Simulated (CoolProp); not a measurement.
Values from CoolProp's reference Helmholtz-energy equation of state, Tillner-Roth 1997.

### Question
For CH2F2 (R32), give the phase and the density (kg/m³), speed of sound (m/s), Joule-Thomson coefficient (K/MPa), viscosity (µPa s) at 169.6 K and 4.67 MPa; 177.5 K and 4.67 MPa; 248.7 K and 4.67 MPa.

### Answer
- 169.6 K and 4.67 MPa: liquid; density 1350, speed of sound 1260, Joule-Thomson coefficient -0.330, viscosity 767
- 177.5 K and 4.67 MPa: liquid; density 1330, speed of sound 1220, Joule-Thomson coefficient -0.325, viscosity 648
- 248.7 K and 4.67 MPa: liquid; density 1140, speed of sound 857, Joule-Thomson coefficient -0.196, viscosity 217

Viscosity comes from a separate model (Bell 2016), an estimate that may be off by 10 % or more.
